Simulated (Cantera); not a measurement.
Feed: 1 mol BaF2, 4.2 mol O2, 6.6 mol H2, held at 0.133 bar.

These are equilibrium values from Cantera (NASA tables, ideal gas, pure condensed phases), not measurements of a reactor. Candidate condensed phases: Ba, BaF2, BaO, Ba(OH)2, H2O; 27 gas species. Mutual solubility and eutectic melting of coexisting phases are not modelled. Rates play no part.

log p: log10 of the partial pressure in bar; n: condensed amount in mol.

```
T (°C)  log p H2O  log p O2    log p HF  log p BaF2  n BaF2(s)    n BaO(s)  n BaF2(l)
------  ---------  --------  ----------  ----------  ---------  ----------  ---------
900         -0.93     -1.80       -4.98       -8.07      1.000           0          0
950         -0.93     -1.80  (withheld)  (withheld)      0.999  (withheld)          0
1000        -0.93     -1.80  (withheld)  (withheld)      0.999  (withheld)          0
1050        -0.93     -1.80       -4.12       -6.19      0.998    0.000878          0
1100        -0.93     -1.80       -3.88       -5.67      0.996     0.00161          0
1150        -0.93     -1.80       -3.65       -5.18      0.993     0.00279          0
1200        -0.93     -1.80       -3.45       -4.73      0.989     0.00464          0
1250        -0.93     -1.80       -3.25       -4.32      0.982     0.00738          0
1300        -0.93     -1.80       -3.08       -3.94      0.970      0.0114          0
1350        -0.94     -1.80       -2.91       -3.58      0.951      0.0170          0
1400        -0.94     -1.80       -2.77       -3.26          0      0.0240      0.920
1450        -0.95     -1.80       -2.63       -2.97          0      0.0327      0.872
1500        -0.95     -1.81       -2.51       -2.70          0      0.0439      0.795
```

**Question.** Some entries are withheld; supply them.

**Answer.** 
- 1000, log p HF: -4.38
- 1000, log p BaF2: -6.76
- 1000, n BaO(s): 0.000451
- 950, log p HF: -4.67
- 950, log p BaF2: -7.39
- 950, n BaO(s): 0.000215
